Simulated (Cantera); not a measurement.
Fe(CO)₅ + O₂ + H₂ (iron carbonyl, mercury and lead vapours)

Input: 1 mol Fe(CO)₅, 2.9 mol O₂, 0.11 mol H₂, equilibrated at 1025 K and 0.0290 bar.

These are equilibrium values from Cantera (NASA tables, ideal gas, pure condensed phases), not measurements of a reactor. Candidate condensed phases: C, C₆H₆, C₇H₈, C₈H₁₈, Fe, Fe(CO)₅, FeO, Fe(OH)₂, Fe(OH)₃, Fe₂O₃, Fe₃O₄, H₂O; 114 gas species. The tables' stoichiometric FeO is somewhat more stable than real wüstite, so its field is too wide. FeO: taken at fixed stoichiometry. The numbers say what is thermodynamically allowed, not how fast it happens.

The x(CO₂) is 0.919, the x(CO) is 0.0590 and the x(H₂O) comes out as 0.0199. The x(H₂) is 0.00165. The n(FeO(s)) comes out as 1.00 mol and the gas amount is 5.110 mol. The log10 activity of Fe(α) (absent) comes out as -1.80, the log10 activity of C(graphite) (absent) is -4.42 and the log10 activity of Fe(OH)₂(s) (absent) comes out as -8.14.
